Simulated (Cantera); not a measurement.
Input (Python, Cantera) and output of one run.

```python
import numpy as np
import cantera as ct

gas_names = """
    C CH CH2 CH3 CH4 C2 C2H C2H2,acetylene C2H2,vinylidene C2H3,vinyl C2H4 C2H5 C2H6 C3 C3H3,propargyl
    C3H4,allene C3H4,propyne C3H4,cyclo- C3H5,allyl C3H6,propylene C3H6,cyclo- C3H7,n-propyl
    C3H7,i-propyl C3H8 C4 C4H2 C4H4,1,3-cyclo- C4H6,butadiene C4H6,2-butyne C4H6,cyclo- C4H8,1-butene
    C4H8,cis2-buten C4H8,tr2-butene C4H8,isobutene C4H8,cyclo- C4H9,n-butyl C4H9,i-butyl C4H9,s-butyl
    C4H9,t-butyl C4H10,isobutane C4H10,n-butane C5 C5H6,1,3cyclo- C5H8,cyclo- C5H10,1-pentene
    C5H10,cyclo- C5H11,pentyl C5H11,t-pentyl C5H12,n-pentane C5H12,i-pentane CH3C(CH3)2CH3 C6H2
    C6H5,phenyl C6H6 C6H10,cyclo- C6H12,1-hexene C6H12,cyclo- C6H13,n-hexyl C7H7,benzyl C7H8
    C7H14,1-heptene C7H15,n-heptyl C7H16,n-heptane C8H8,styrene C8H10,ethylbenz C8H16,1-octene
    C8H17,n-octyl C8H18,isooctane C8H18,n-octane C9H19,n-nonyl C10H8,naphthale C10H21,n-decyl
    C12H9,o-bipheny C12H10,bipheny H H2 Si SiC SiC2 SiC4H12 SiH SiH2 SiH3 SiH4 Si2 Si2C Si3
""".split()
cond_names = """
    C(gr) C6H6(L) C7H8(L) C8H18(L),n-octa Si(cr) Si(L) SiC(b)
""".split()


def load(file, names, dense=False):
    # The tables refer to 1 bar. Condensed volumes are neglected.
    table = {s.name: s for s in ct.Species.list_from_file(file)}
    out = []
    for n in names:
        d = dict(table[n].input_data)
        d["thermo"] = dict(d["thermo"], **{"reference-pressure": 1e5})
        if dense:
            d["equation-of-state"] = {"model": "constant-volume", "density": "1e6 g/cm^3"}
        out.append(ct.Species.from_dict(d))
    return out


gas = ct.Solution(thermo="ideal-gas", species=load("nasa_gas.yaml", gas_names))
cond = {s.name: ct.Solution(thermo="fixed-stoichiometry", species=[s], name=s.name)
        for s in load("nasa_condensed.yaml", cond_names, dense=True)}
atoms = {
    'Si(CH3)4': {'Si': 1, 'C': 4, 'H': 12},
    'H2': {'H': 2},
}
top_T = {'C(gr)': 4500, 'SiC(b)': 3050}  # K; cautious upper limits of use, not melting points


def equilibrate(T, P, feed):
    n = {}
    for name, mol in feed.items():
        for a, k in atoms[name].items():
            n[a] = n.get(a, 0.0) + k * mol
    gas.TPX = T, P, n
    mass = sum(n.values()) * gas.mean_molecular_weight
    gas.equilibrate("TP")
    valid = [c for c in cond.values() if c.min_temp <= T <= top_T.get(c.name, c.max_temp)]
    mix = ct.Mixture([(gas, mass / gas.mean_molecular_weight)] + [(c, 0.0) for c in valid])
    mix.T, mix.P = T, P
    mix.equilibrate("TP", solver="vcs", rtol=1e-11, max_steps=5000)
    return mix


results = []
feed = {'Si(CH3)4': 1, 'H2': 930}  # mol
P = 13332.2  # Pa
for T in [1273, 1373, 1473, 1573, 1673, 1773, 1873, 1973, 2073, 2173, 2273, 2373, 2473, 2573]:
    mix = equilibrate(T, P, feed)
    results.append((T, P, feed, dict(zip(mix.species_names, mix.species_moles))))

top = {s: max(r[3][s] / sum(r[3][g] for g in gas_names) for r in results) for s in gas_names}
cols = sorted((s for s in top if top[s] > 1e-06), key=lambda s: -top[s])[:9]
seen = [c for c in cond_names if any(r[3].get(c, 0) > 1e-12 for r in results)]
print("log10 of partial pressures in bar; condensed amounts in mol")
print(f"{'T/K':>10s}" + "".join(f"{s[:9]:>10s}" for s in cols + seen))
for T, P, feed, n in results:
    ng = sum(n[g] for g in gas_names)
    print(f"{T:10.4g}" + "".join(f"{np.log10(max(n[s] / ng * P / 1e5, 1e-99)):10.3f}" for s in cols)
          + "".join(f"{n.get(c, 0):10.4g}" for c in seen))
```

It prints:

```
log10 of partial pressures in bar; condensed amounts in mol
       T/K        H2         H C2H2,acet       CH4        Si       SiH      SiH2      SiC2      Si2C     C(gr)    SiC(b)
      1273    -0.876    -6.585    -7.306    -3.778   -13.335   -12.788   -10.789   -17.093   -17.075     1.831         1
      1373    -0.875    -5.915    -6.638    -4.049   -11.784   -11.467    -9.849   -15.059   -15.078     2.369         1
      1473    -0.875    -5.336    -6.062    -4.283   -10.446   -10.328    -9.038   -13.306   -13.357     2.621         1
      1573    -0.875    -4.828    -5.560    -4.487    -9.279    -9.335    -8.330   -11.778   -11.859     2.731         1
      1673    -0.875    -4.381    -5.120    -4.666    -8.253    -8.463    -7.708   -10.437   -10.544      2.74    0.9998
      1773    -0.876    -3.984    -4.729    -4.825    -7.344    -7.691    -7.156    -9.250    -9.381     2.631     0.999
      1873    -0.876    -3.628    -4.382    -4.967    -6.534    -7.002    -6.664    -8.192    -8.346     2.341    0.9956
      1973    -0.877    -3.308    -4.070    -5.095    -5.806    -6.385    -6.224    -7.244    -7.418     1.759    0.9809
      2073    -0.879    -3.019    -3.790    -5.211    -5.149    -5.829    -5.827    -6.390    -6.583     0.733    0.9224
      2173    -0.882    -2.757    -3.640    -5.369    -4.503    -5.275    -5.417    -5.667    -5.775         0    0.6736
      2273    -0.886    -2.519    -3.571    -5.549    -3.998    -4.855    -5.131    -5.160    -5.242         0         0
      2373    -0.893    -2.301    -3.571    -5.749    -3.958    -4.894    -5.292    -5.179    -5.629         0         0
      2473    -0.903    -2.103    -3.575    -5.939    -3.939    -4.950    -5.462    -5.215    -6.019         0         0
      2573    -0.917    -1.923    -3.582    -6.122    -3.930    -5.014    -5.634    -5.257    -6.399         0         0
```

Equilibrium computed with Cantera from the NASA thermochemical tables; the gas is ideal and each condensed phase is pure. Gases not in the tables: Si2H6 and higher silanes.
